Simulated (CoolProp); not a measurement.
Vapour-liquid equilibrium of ethylbenzene (1) + n-nonane (2) at 259.95 °C; x and y are mole fractions of (1).

Model: multi-fluid Helmholtz-energy mixture model, Zhou 2012 and Lemmon 2006; pair parameters Bell 2016, in CoolProp.

```
x     bubble pressure, mixture model (MPa)  bubble pressure, Raoult's law (MPa)  y, mixture model  y, Raoult's law
----  ------------------------------------  -----------------------------------  ----------------  ---------------
0.05                                0.9502                               0.9458             0.062            0.063
0.2                                    ___                               0.9844             0.236            0.242
0.35                                 1.051                                1.023             0.397            0.407
0.5                                    ___                                1.062               ___            0.561
0.65                                 1.133                                1.101             0.683            0.703
0.8                                    ___                                1.139             0.818            0.836
0.95                                   ___                                1.178             0.953            0.960
```

Question: Complete the blanks.

Answer: 
- 0.2, bubble pressure, mixture model (MPa): 1.002
- 0.5, bubble pressure, mixture model (MPa): 1.095
- 0.5, y, mixture model: 0.545
- 0.8, bubble pressure, mixture model (MPa): 1.163
- 0.95, bubble pressure, mixture model (MPa): 1.185

The largest gap from Raoult's law is +3.1 % in bubble pressure, at x = 0.5. No azeotrope shows between x = 0.05 and 0.95.

Pair parameters are fitted to limited data, so mixtures are less certain than the pure fluids.
